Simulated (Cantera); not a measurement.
An isothermal plug-flow reactor at 775 K and 0.415 atm (inlet), inlet velocity 0.37 m/s, active area per volume 500 1/m; feed CO : O2 : N2 : H2O = 0.02 : 0.023 : 0.79 : 0.075 (molar parts), equivalence ratio 0.43.

Computed with Cantera and Deutschmann's 1995 Pt surface mechanism with GRI-Mech 3.0 gas chemistry. Catalytic surfaces can have several steady states; this one follows from the mechanism file's or the stated starting coverage. Mass transfer to the wall is taken as infinitely fast.

x: gas mole fraction; θ: surface coverage.

| z (m) | x CO | x O2 | x H2O | x CO2 | θ free Pt | θ O* | θ OH* | θ CO* |
|---|---|---|---|---|---|---|---|---|
| 0.0008 | 0.0117 | 0.0203 | 0.0830 | 0.0104 | 0.183 | 0.00424 | 0.000637 | 0.812 |
| 0.0013 | ? | 0.0147 | 0.0835 | 0.0218 | ? | 0.893 | ? | ? |
| 0.0022 | 3.18e-5 | 0.0145 | 0.0835 | 0.0222 | 0.0781 | 0.916 | 0.00613 | 1.92e-5 |
| 0.0037 | 6.65e-7 | 0.0145 | 0.0835 | 0.0223 | 0.0771 | 0.917 | 0.00610 | 3.91e-7 |
| 0.0062 | ? | 0.0145 | 0.0835 | 0.0223 | 0.0771 | 0.917 | 0.00610 | 6.45e-10 |
| 0.01 | <1e-12 | 0.0145 | 0.0835 | 0.0223 | 0.0771 | 0.917 | 0.00610 | <1e-12 |
| 0.017 | <1e-12 | 0.0145 | 0.0835 | 0.0223 | 0.0771 | 0.917 | 0.00610 | <1e-12 |
| 0.029 | <1e-12 | 0.0145 | 0.0835 | 0.0223 | 0.0771 | 0.917 | 0.00610 | <1e-12 |
| 0.048 | <1e-12 | 0.0145 | 0.0835 | 0.0223 | 0.0771 | 0.917 | 0.00610 | <1e-12 |
| 0.08 | <1e-12 | 0.0145 | 0.0835 | 0.0223 | 0.0771 | 0.917 | 0.00610 | <1e-12 |

Q: What belongs in the gaps?

A: 
- 0.0013, x CO: 0.000457
- 0.0013, θ free Pt: 0.0998
- 0.0013, θ OH*: 0.00685
- 0.0013, θ CO*: 0.000461
- 0.0062, x CO: 1.10e-9
